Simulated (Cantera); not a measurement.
Feed: 1 mol Pb, 0.011 mol O₂, 32 mol N₂, at 1550 K and 0.100 bar.

Method: chemical equilibrium by Gibbs-energy minimisation in Cantera with the NASA 1993 tables (ideal gas, pure condensed phases). Candidate condensed phases: Pb, PbO, PbO₂, Pb₃O₄; 12 gas species. Equilibrium is a limit: real reactors are often held back by kinetics, nucleation or transport.

### Question
What is the equilibrium state?

### Answer
```json
{
  "x(N₂)": "0.970",
  "x(Pb)": "0.0296",
  "x(PbO)": "0.000664",
  "x(NO)": "1.83e-6",
  "x(Pb₂)": "1.28e-6",
  "gas_amount": "33.00 mol",
  "log10 activity of Pb(l) (absent)": "-1.12"
}
```
